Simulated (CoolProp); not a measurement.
Properties of methanol at several states.

Values from CoolProp's reference Helmholtz-energy equation of state, de Reuck 1993.

```csv
T (°C),p (MPa),phase,isothermal compressibility (1/MPa),conductivity (mW/(m K))
75.25,33.4,liquid,0.001154,207
152.55,0.0806,gas,12.50,?
66.45,7.9,liquid,?,196
162.55,24.8,liquid,?,186
-74.35,2.99,liquid,?,?
48.55,5.91,liquid,?,199
```

Question: Fill in the missing entries.

Answer: 
- 152.55, conductivity (mW/(m K)): 28.6
- 66.45, isothermal compressibility (1/MPa): 0.001501
- 162.55, isothermal compressibility (1/MPa): 0.002437
- -74.35, isothermal compressibility (1/MPa): 0.0006381
- -74.35, conductivity (mW/(m K)): 219
- 48.55, isothermal compressibility (1/MPa): 0.001367

Thermal conductivity comes from a separate model (Sykioti 2013).
